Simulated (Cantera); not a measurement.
A closed system holds: 1 mol SiO₂, 0.84 mol F₂, held at 39.0 Pa.

Equilibrium computed with Cantera from the NASA thermochemical tables; the gas is ideal and each condensed phase is pure. Candidate condensed phases: Si, SiO₂; 17 gas species. Equilibrium is a limit: real reactors are often held back by kinetics, nucleation or transport. All values below are at 725 °C.

Base state: O₂ 0.500, SiF₄ 0.500 (mole fractions); condensed: SiO₂(β-quartz).

Q: What changes in the equilibrium state with this change: F₂ from 0.84 to 8.5 mol?

A: 
```csv
species,before,after
F,<1e-9,0.833
SiF₄,0.500,0.0686
O₂,0.500,0.0686
F₂,<1e-9,0.0293
"SiO₂(β-quartz), mol",0.580,0
```
